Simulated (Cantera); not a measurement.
A perfectly stirred reactor is fed with 8.29 % CH4, 19.3 % O2, 72.4 % N2, equivalence ratio 0.86, at 500000 Pa; it is adiabatic with a 525 K inlet, and is followed from long to short residence time, starting on the burning branch (τ in s: 0.027, 0.012, 0.0054, 0.0024, 0.0011, 0.00049, 0.00022, 9.8e-05, 4.4e-05, 2e-05, 8.9e-06).

Model: GRI-Mech 3.0 (53 species, 325 reactions), integrated in Cantera.

Predict: blow-out, bracketed by the residence times tried; x(CH4) at τ = 27.0 ms; x(O2) at τ = 27.0 ms; x(N2O) at τ = 27.0 ms; x(CH4) at τ = 0.490 ms; x(O2) at τ = 0.490 ms; x(C2H4) at τ = 0.490 ms; x(C2H6) at τ = 0.490 ms; x(N2O) at τ = 0.490 ms.


| Item | Result |
|---|---|
| blow-out, bracketed by the residence times tried | burning at 44.0 µs, out at 20.0 µs |
| x(CH4) at τ = 27.0 ms | 3.23e-6 |
| x(O2) at τ = 27.0 ms | 0.0271 |
| x(N2O) at τ = 27.0 ms | 5.99e-7 |
| x(CH4) at τ = 0.490 ms | 8.60e-5 |
| x(O2) at τ = 0.490 ms | 0.0309 |
| x(C2H4) at τ = 0.490 ms | 7.19e-8 |
| x(C2H6) at τ = 0.490 ms | 3.32e-9 |
| x(N2O) at τ = 0.490 ms | 8.70e-7 |
